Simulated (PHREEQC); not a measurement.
## Acid rinse or clean (model solution)

Consider water at 25 °C and 10 atm with 0.05 mol/kgw HCl, 0.00035 mol/kgw CaCl2 and 0.056 mol/kgw CuCl2. Closed to the air; pH follows from the charge balance.

Computed with PHREEQC (ion-association model, phreeqc.dat).

```yaml
pH: 1.40
ionic_strength: 0.205 mol/kgw
density: 1.005 g/cm³
total_alkalinity: -50.0 meq/kg
```

| species | molality | activity | log γ |
|---|---|---|---|
| Cl- | 0.155 | 0.111 | -0.146 |
| H+ | 0.0500 | 0.0398 | -0.099 |
| Cu+2 | 0.0491 | 0.0160 | -0.488 |
| CuCl+ | 0.00664 | 0.00476 | -0.145 |
| Ca+2 | 0.000350 | 0.000112 | -0.496 |
| CuCl2 | 0.000269 | 0.000282 | 0.020 |
| CuCl3- | 1.58e-7 | 1.13e-7 | -0.145 |
| CuOH+ | 5.55e-9 | 3.98e-9 | -0.145 |

Precipitation was switched off in this run. Species that the database lacks are ignored.
